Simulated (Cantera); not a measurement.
A perfectly stirred reactor is fed with NH₃ : N₂ = 1 : 0.9 (molar parts), at 0.960 bar; it is held at 2000 K, and followed from long to short residence time.

Computed with Cantera and the gas-phase N/H chemistry of the illustrative SiF4/NH3 mechanism in the Surface Chemkin manual (1991). Walls and surfaces, which speed up NH3 decomposition in real reactors, are not modelled.

**Question.** Predict: x(NH₃) at τ = 7.60 s; x(NH₂) at τ = 7.60 s; x(H) at τ = 7.60 s; x(H₂) at τ = 7.60 s; x(NH₃) at τ = 28.0 ms; x(NH₂) at τ = 28.0 ms; x(H) at τ = 28.0 ms; x(H₂) at τ = 28.0 ms; x(N₂H₄) at τ = 28.0 ms.

**Answer.** 
```
Item                      Result
----------------------  --------
x(NH₃) at τ = 7.60 s     0.00490
x(NH₂) at τ = 7.60 s     2.82e-5
x(H) at τ = 7.60 s       0.00101
x(H₂) at τ = 7.60 s        0.512
x(NH₃) at τ = 28.0 ms      0.283
x(NH₂) at τ = 28.0 ms   0.000553
x(H) at τ = 28.0 ms     0.000161
x(H₂) at τ = 28.0 ms       0.238
x(N₂H₄) at τ = 28.0 ms   1.36e-7
```
